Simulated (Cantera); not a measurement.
Input: 1 mol Ti, 1.5 mol CO2, 43 mol CO, 0.0015 mol O2, at 1773.15 K and 1.00 bar.

These are equilibrium values from Cantera (NASA tables, ideal gas, pure condensed phases), not measurements of a reactor. Candidate condensed phases: C, Ti, TiC, TiO, TiO2, Ti2O3, Ti3O5, Ti4O7; 15 gas species. Mutual solubility and eutectic melting of coexisting phases are not modelled. TiC: taken at fixed stoichiometry. The numbers say what is thermodynamically allowed, not how fast it happens.

Base state: CO 1.000, CO2 0.000259 (mole fractions); condensed: TiC(s) + Ti2O3(s).

Question: What changes in the equilibrium state with this change: temperature from 1773.15 K to 1298.15 K?

Answer: 
```tsv
species	before	after
CO	1.000	0.995
CO2	0.000259	0.00523
TiC(s), mol	0.00342	0
Ti2O3(s), mol	0.498	0
C(graphite), mol	0	0.726
TiO2(rutile), mol	0	1.00
```

Question: What changes in the equilibrium state with this change: Ti replaced by Si?

Answer: 
```csv
species,before,after
CO,1.000,0.996
SiO,0,0.00396
CO2,0.000259,8.72e-5
"TiC(s), mol",0.00342,0
"Ti2O3(s), mol",0.498,0
"C(graphite), mol",0,0.325
"SiO2(condensed), mol",0,0.824
```
The tables hold silica as quartz up to 1696 K and as liquid above; real silica turns to tridymite and cristobalite and melts near 1996 K. Further candidate phases: Si, SiC, SiO2.
